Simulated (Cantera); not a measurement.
Input: 1 mol Al, a varied amount of HCl, 0.32 mol H₂, equilibrated at 523 K and 13.3 mbar.

Equilibrium computed with Cantera from the NASA thermochemical tables; the gas is ideal and each condensed phase is pure. Candidate condensed phases: Al, AlCl₃; 12 gas species. Rates play no part.

Which condensed phases are stable at each of these points (n(HCl) (mol)): 1.5, 1.8, 2.2, 2.7, 3.3, 4, 4.8, 5.8, 7.1, 8.6?


```tsv
n(HCl) (mol)	condensed phases	Al condensed (%)
1.5	Al(s)	50.0
1.8	Al(s)	40.0
2.2	Al(s)	26.7
2.7	Al(s)	10.0
3.3	gas only	0.0
4	gas only	0.0
4.8	gas only	0.0
5.8	gas only	0.0
7.1	gas only	0.0
8.6	gas only	0.0
```

From 1.5 mol HCl to 2.7 mol HCl the condensed part is Al(s). From 3.3 mol HCl to 8.6 mol HCl nothing is condensed.
